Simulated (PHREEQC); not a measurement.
# Acid mine or pickling water

Model water analysis in mg/L, 25 °C, pH 3.52, pe 9: Na 1680; K 74.8; Ca 161; Mg 4.24; Cl 249; S(6) as SO4 3790; Si as SiO2 1.71; Li 6.67; Fe(3) 30.5; Pb 41.8.

Valence states are taken as typed.

Computed with PHREEQC (ion-association model, phreeqc.dat).

* **ionic strength**: 0.113 mol/kgw
* **specific conductance**: 7430 µS/cm
* **density**: 1.002 g/cm³
* **total alkalinity**: -1.69 meq/kg
* **charge-balance error**: 0.7 %

```json
[
 {"species": "Na+", "molality": "0.0695", "activity": "0.0541", "log γ": "-0.109"},
 {"species": "SO4-2", "molality": "0.0326", "activity": "0.0117", "log γ": "-0.446"},
 {"species": "Cl-", "molality": "0.00706", "activity": "0.00535", "log γ": "-0.120"},
 {"species": "NaSO4-", "molality": "0.00405", "activity": "0.00316", "log γ": "-0.107"},
 {"species": "Ca+2", "molality": "0.00229", "activity": "0.000865", "log γ": "-0.423"},
 {"species": "K+", "molality": "0.00178", "activity": "0.00135", "log γ": "-0.122"},
 {"species": "CaSO4", "molality": "0.00175", "activity": "0.00179", "log γ": "0.011"},
 {"species": "Li+", "molality": "0.000919", "activity": "0.000725", "log γ": "-0.103"},
 {"species": "HSO4-", "molality": "0.000442", "activity": "0.000342", "log γ": "-0.111"},
 {"species": "H+", "molality": "0.000368", "activity": "0.000302", "log γ": "-0.086"},
 {"species": "FeSO4+", "molality": "0.000296", "activity": "0.000230", "log γ": "-0.110"},
 {"species": "KSO4-", "molality": "0.000141", "activity": "0.000110", "log γ": "-0.107"},
 {"species": "PbSO4", "molality": "0.000123", "activity": "0.000126", "log γ": "0.011"}
]
```

No solid was allowed to form. Examples of supersaturated solids here: Jarosite-K, Anglesite. Others may be too.
